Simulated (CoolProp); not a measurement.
Vapour-liquid equilibrium of propylene (1) + cyclohexane (2) at 325.3 K; x and y are mole fractions of (1).

Computed with CoolProp (multi-fluid Helmholtz-energy mixture model, Lemmon 2013 and Zhou 2014; pair parameters Bell 2016).

```
x     bubble pressure, mixture model (MPa)  bubble pressure, Raoult's law (MPa)  y, mixture model  y, Raoult's law
----  ------------------------------------  -----------------------------------  ----------------  ---------------
0.05                                0.1525                               0.1448             0.745            0.742
0.15                                0.3694                               0.3558             0.897            0.906
0.25                                0.5757                               0.5669             0.936            0.948
0.35                                0.7739                               0.7779             0.955            0.967
0.45                                0.9667                               0.9890             0.966            0.978
0.55                                 1.157                                1.200             0.974            0.985
0.65                                 1.348                                1.411             0.980            0.990
0.75                                 1.546                                1.622             0.985            0.994
0.85                                 1.758                                1.833             0.990            0.997
0.95                                 2.003                                2.044             0.996            0.999
```

The largest gap from Raoult's law is +5.3 % in bubble pressure, at x = 0.05. No azeotrope shows between x = 0.05 and 0.95.

The pair parameters rest on a limited set of measurements; away from them the model extrapolates. The gap from Raoult's law changes sign with composition, which may be real or a fault of the pair parameters; it wasn't checked against measurements.
